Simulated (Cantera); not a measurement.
Hydrocarbon pyrolysis for carbon deposition

An isothermal, constant-pressure homogeneous reactor starts with 7.47 % CH₄, 92.5 % N₂, at 1900 K and 69.8 Torr.

Detailed kinetics in Cantera: GRI-Mech 3.0 (53 species, 325 reactions). GRI-Mech 3.0 stops at C3 and has no aromatics, soot or wall deposition, so with more carbon than oxygen in the feed, carbon stays in small species such as C2H2 where larger ones or solid carbon would form.

| t (s) | x CH₄ | x C₂H₂ | x C₂H₆ | x H | x CH₂ |
|---|---|---|---|---|---|
| 7.00e-5 | 0.0746 | 1.81e-9 | 3.48e-8 | 3.50e-6 | 2.55e-8 |
| 0.000229 | 0.0742 | 2.66e-7 | 7.60e-7 | 4.31e-6 | 2.23e-7 |
| 0.000752 | 0.0722 | 3.51e-5 | 1.02e-5 | 1.37e-5 | 1.79e-6 |
| 0.00246 | 0.0547 | 0.00368 | 4.52e-5 | 0.000112 | 7.84e-6 |
| 0.00807 | 0.0192 | 0.0243 | 9.57e-6 | 0.000330 | 5.86e-6 |
| 0.0265 | 0.00429 | 0.0325 | 7.64e-7 | 0.000531 | 2.72e-6 |
| 0.0867 | 0.000721 | 0.0343 | 3.38e-8 | 0.000732 | 8.59e-7 |
| 0.284 | 0.000138 | 0.0346 | 1.49e-9 | 0.000827 | 2.10e-7 |
| 0.931 | 3.22e-5 | 0.0347 | 9.20e-11 | 0.000843 | 5.13e-8 |
| 3.05 | 1.20e-5 | 0.0347 | 2.03e-11 | 0.000844 | 1.92e-8 |
| 10.0 | 1.10e-5 | 0.0347 | 1.85e-11 | 0.000844 | 1.77e-8 |
x: mole fraction; the columns are a selection and need not sum to one.

Equilibrium at this temperature and pressure: CH₄ 7.98e-6, C₂H₂ 0.00804, C₂H₆ 7.13e-12, H 0.000845, CH₂ 1.28e-8 (gas phase only).
